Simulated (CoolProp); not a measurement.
Vapour-liquid equilibrium of o-xylene (1) + n-undecane (2) at 0.00759 MPa; x and y are mole fractions of (1).

Model: multi-fluid Helmholtz-energy mixture model, Zhou 2012 and Aleksandrov 2011; pair parameters Bell 2016, in CoolProp.

| x | bubble temperature (K) | y at the bubble point | dew temperature at overall composition x (K) | liquid density (mol/L) |
|---|---|---|---|---|
| 0.05 | 381.3 | 0.216 | 385.1 | 4.406 |
| 0.15 | 373.1 | 0.504 | 382.9 | 4.669 |
| 0.25 | 366.4 | 0.676 | 380.5 | 4.945 |
| 0.35 | 360.9 | 0.782 | 377.8 | 5.240 |
| 0.45 | 356.4 | 0.852 | 374.9 | 5.555 |
| 0.55 | 352.6 | 0.900 | 371.5 | 5.897 |
| 0.65 | 349.3 | 0.934 | 367.5 | 6.270 |
| 0.75 | 346.5 | 0.959 | 362.7 | 6.679 |
| 0.85 | 344.0 | 0.978 | 356.5 | 7.131 |
| 0.95 | 341.7 | 0.993 | 347.5 | 7.635 |

No azeotrope shows between x = 0.05 and 0.95.

Pair parameters are fitted to limited data, so mixtures are less certain than the pure fluids.
